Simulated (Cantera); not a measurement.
## Stirred combustor or abatement burner

A perfectly stirred reactor is fed with 7.35 % CH4, 9.78 % O2, 60.8 % N2, 22.1 % H2O, equivalence ratio 1.5, at 320000 Pa; it is adiabatic with a 450 K inlet, and is followed from long to short residence time, starting on the burning branch (τ in s: 0.082, 0.045, 0.025, 0.014, 0.0076, 0.0042, 0.0023, 0.0013, 0.00071, 0.00039, 0.00022, 0.00012, 6.6e-05).

Cantera simulation using GRI-Mech 3.0 (53 species, 325 reactions); the numbers are that mechanism's predictions, not measurements.

```tsv
τ (s)	T (K)	x CH4	x O2	x H2O	x OH	x NO2	x CH2CO	x NO
0.082	1307	0.0145	0.0110	0.305	8.43e-7	1.40e-10	0.000176	2.20e-9
0.045	450	0.0735	0.0978	0.221	<1e-12	<1e-12	<1e-12	<1e-12
0.025	450	0.0735	0.0978	0.221	<1e-12	<1e-12	<1e-12	<1e-12
0.014	450	0.0735	0.0978	0.221	<1e-12	<1e-12	<1e-12	<1e-12
0.0076	450	0.0735	0.0978	0.221	<1e-12	<1e-12	<1e-12	<1e-12
0.0042	450	0.0735	0.0978	0.221	<1e-12	<1e-12	<1e-12	<1e-12
0.0023	450	0.0735	0.0978	0.221	<1e-12	<1e-12	<1e-12	<1e-12
0.0013	450	0.0735	0.0978	0.221	<1e-12	<1e-12	<1e-12	<1e-12
0.00071	450	0.0735	0.0978	0.221	<1e-12	<1e-12	<1e-12	<1e-12
0.00039	450	0.0735	0.0978	0.221	<1e-12	<1e-12	<1e-12	<1e-12
0.00022	450	0.0735	0.0978	0.221	<1e-12	<1e-12	<1e-12	<1e-12
0.00012	450	0.0735	0.0978	0.221	<1e-12	<1e-12	<1e-12	<1e-12
6.6e-5	450	0.0735	0.0978	0.221	<1e-12	<1e-12	<1e-12	<1e-12
```
x: mole fraction; the columns are a selection and need not sum to one.
